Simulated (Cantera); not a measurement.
Premixed flame

A freely propagating, adiabatic, planar premixed flame of H₂ : O₂ : N₂ = 1 : 0.217 : 0.817 (molar parts), unburnt at 398 K and 7500 Torr; multicomponent transport, grid criteria slope 0.08 and curve 0.16, no radiation.

Model: the H2/O2 subset of GRI-Mech 3.0, which has no nitrogen chemistry, integrated in Cantera. The hydrogen kinetics of GRI-Mech 3.0 are dated; newer H2 mechanisms differ, most at raised pressure. Burning velocities carry a grid error of a few per cent, more on coarse grids.

| z (mm) | T (K) | u (m/s) | x H₂ | x O₂ | x OH | x H₂O | x O | x H |
|---|---|---|---|---|---|---|---|---|
| -0.0725 | 398 | 3.37 | 0.492 | 0.107 | <1e-8 | 1.02e-7 | <1e-8 | <1e-8 |
| -0.0483 | 398 | 3.37 | 0.492 | 0.107 | <1e-8 | 1.11e-6 | <1e-8 | <1e-8 |
| -0.0362 | 400 | 3.38 | 0.491 | 0.107 | <1e-8 | 1.20e-5 | <1e-8 | <1e-8 |
| -0.0242 | 411 | 3.46 | 0.489 | 0.107 | <1e-8 | 0.000179 | 1.07e-7 | <1e-8 |
| -0.0121 | 575 | 4.68 | 0.466 | 0.107 | 3.50e-5 | 0.00884 | 8.50e-6 | 2.78e-5 |
| -0.00604 | 931 | 7.35 | 0.428 | 0.0937 | 0.000542 | 0.0460 | 0.000132 | 0.00181 |
| 0 | 1315 | 10.2 | 0.379 | 0.0662 | 0.000936 | 0.107 | 0.000544 | 0.00919 |
| 0.00604 | 1576 | 12.1 | 0.336 | 0.0364 | 0.00139 | 0.166 | 0.000765 | 0.0186 |
| 0.0121 | 1722 | 13.2 | 0.310 | 0.0168 | 0.00158 | 0.203 | 0.000557 | 0.0241 |
| 0.0242 | 1844 | 14.1 | 0.295 | 0.00329 | 0.00154 | 0.229 | 0.000193 | 0.0246 |
| 0.0483 | 1924 | 14.6 | 0.296 | 0.000240 | 0.00127 | 0.236 | 6.37e-5 | 0.0184 |
| 0.0966 | 1981 | 15.0 | 0.301 | 1.46e-5 | 0.000870 | 0.238 | 2.44e-5 | 0.0114 |
| 0.193 | 2018 | 15.2 | 0.304 | 3.26e-6 | 0.000517 | 0.239 | 7.89e-6 | 0.00637 |
x: mole fraction of selected species; z is measured from the peak of heat release.

```yaml
laminar_burning_velocity: 337 cm/s
thermal_thickness: 0.0242 mm
peak x(OH): 0.00159
peak x(O): 0.000769
peak x(H): 0.0254
grid_points: 116
```
